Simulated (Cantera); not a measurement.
A perfectly stirred reactor is fed with 15.7 % H₂, 13.1 % O₂, 49.2 % N₂, 22.0 % H₂O, equivalence ratio 0.60, at 638 Torr; it is adiabatic with a 700 K inlet, and is followed from long to short residence time, starting on the burning branch (τ in s: 0.47, 0.19, 0.079, 0.032, 0.013, 0.0054, 0.0022, 0.0009, 0.00037, 0.00015, 6.1e-05).

Computed with Cantera and GRI-Mech 3.0 (53 species, 325 reactions).

**Question.** Predict: blow-out, bracketed by the residence times tried; x(H₂) at τ = 0.470 s; x(O₂) at τ = 0.470 s; x(H₂O) at τ = 0.470 s; x(NO₂) at τ = 0.470 s; x(HO₂) at τ = 0.470 s; x(H₂) at τ = 5.40 ms; x(O₂) at τ = 5.40 ms; x(H₂O) at τ = 5.40 ms; x(NO₂) at τ = 5.40 ms; x(HO₂) at τ = 5.40 ms.

**Answer.** 
```
Quantity                                                                           Value
------------------------------------------------  --------------------------------------
blow-out, bracketed by the residence times tried  burning at 61.0 µs, the shortest tried
x(H₂) at τ = 0.470 s                                                            0.000173
x(O₂) at τ = 0.470 s                                                              0.0565
x(H₂O) at τ = 0.470 s                                                              0.408
x(NO₂) at τ = 0.470 s                                                            1.62e-8
x(HO₂) at τ = 0.470 s                                                            1.07e-6
x(H₂) at τ = 5.40 ms                                                             0.00231
x(O₂) at τ = 5.40 ms                                                              0.0565
x(H₂O) at τ = 5.40 ms                                                              0.404
x(NO₂) at τ = 5.40 ms                                                            3.79e-9
x(HO₂) at τ = 5.40 ms                                                            9.23e-6
```
